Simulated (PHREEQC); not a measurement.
Model water analysis in mg/L, 25 °C, pH 2.46, pe 10.3: Na 43.6; K 644; Ca 215; Mg 65.6; Cl 289; S(6) as SO4 3080; O(0) (dissolved oxygen) 1.46; Li 1.82; Al 100.

Valence states are taken as typed.

Computed with PHREEQC (ion-association model, phreeqc.dat).

This is a speciation only: nothing precipitates in the calculation.

Problem. Order these S species by the share of S that they hold, largest first: SO4-2, CaSO4, Al(SO4)2-, HSO4-, AlSO4+.

Solution. SO4-2 (63 %), HSO4- (11 %), AlSO4+ (8.2 %), CaSO4 (6.4 %), Al(SO4)2- (4.4 %)

The pH is 2.46 and the ionic strength 0.0706 mol/kgw. Species that the database lacks are ignored.
